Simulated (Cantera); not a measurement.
Al2O3 + N2 + HCl (sublimation and decomposition of ceramics)

Charge: 1 mol Al2O3, 1.8 mol N2, 0.64 mol HCl, at 70000 Pa.

Equilibrium computed with Cantera from the NASA thermochemical tables; the gas is ideal and each condensed phase is pure. Candidate condensed phases: Al, AlCl3, AlN, Al2O3, H2O, NH4Cl; 45 gas species. The tables' values for AlCl2, AlOH are old estimates; treat these amounts as uncertain. Gases not in the tables: Al(OH)3. Rates play no part.

| T (°C) | log p N2 | log p HCl | log p Cl | log p H | log p H2 | log p H2O | log p AlCl | log p AlOCl | n Al2O3(s) | n Al2O3(l) |
|---|---|---|---|---|---|---|---|---|---|---|
| 1625 | -0.29 | -0.75 | -2.56 | -4.53 | -2.85 | -2.65 | -6.19 | -5.75 | 0.997 | 0 |
| 1725 | -0.29 | -0.76 | -2.35 | -4.12 | -2.66 | -2.58 | -5.45 | -5.19 | 0.997 | 0 |
| 1825 | -0.29 | -0.77 | -2.17 | -3.76 | -2.49 | -2.51 | -4.80 | -4.68 | 0.996 | 0 |
| 1925 | -0.29 | -0.78 | -2.01 | -3.42 | -2.33 | -2.44 | -4.22 | -4.23 | 0.996 | 0 |
| 2025 | -0.29 | -0.80 | -1.86 | -3.12 | -2.20 | -2.38 | -3.72 | -3.83 | 0.995 | 0 |
| 2125 | -0.29 | -0.81 | -1.72 | -2.85 | -2.09 | -2.32 | -3.31 | -3.50 | 0 | 0.994 |
| 2225 | -0.30 | -0.84 | -1.59 | -2.60 | -1.99 | -2.25 | -2.98 | -3.23 | 0 | 0.992 |
| 2325 | -0.30 | -0.87 | -1.48 | -2.38 | -1.91 | -2.18 | -2.71 | -3.00 | 0 | 0.990 |
| 2425 | -0.30 | -0.90 | -1.39 | -2.17 | -1.85 | -2.11 | -2.49 | -2.80 | 0 | 0.986 |
| 2525 | -0.31 | -0.95 | -1.31 | -1.99 | -1.79 | -2.05 | -2.30 | -2.63 | 0 | 0.982 |
| 2625 | -0.32 | -1.01 | -1.24 | -1.82 | -1.75 | -2.00 | -2.14 | -2.48 | 0 | 0.975 |
| 2725 | -0.33 | -1.08 | -1.18 | -1.67 | -1.73 | -1.97 | -1.99 | -2.35 | 0 | 0.967 |
log p: log10 of the partial pressure in bar; n: condensed amount in mol.

From 1625 °C to 2025 °C the condensed part is Al2O3(s). From 2125 °C to 2725 °C the condensed part is Al2O3(l).
